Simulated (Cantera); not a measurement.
Input: 1 mol HI, 1.2 mol H₂, 0.72 mol H₂O, held at 3025 K and 13.3 mbar.

Equilibrium computed with Cantera from the NASA thermochemical tables; the gas is ideal and each condensed phase is pure. Candidate condensed phases: H₂O, I₂; 12 gas species. Equilibrium is a limit: real reactors are often held back by kinetics, nucleation or transport.

Base state: H 0.548, I 0.185, H₂ 0.138, O 0.0724, OH 0.0298, H₂O 0.0221, O₂ 0.00460, HI 0.000817 (mole fractions); condensed: gas only.

What changes in the equilibrium state with this change: H₂O from 0.72 to 0.55 mol?


```csv
species,before,after
H,0.548,0.553
I,0.185,0.199
H₂,0.138,0.141
O,0.0724,0.0599
OH,0.0298,0.0249
H₂O,0.0221,0.0187
O₂,0.00460,0.00314
HI,0.000817,0.000887
```
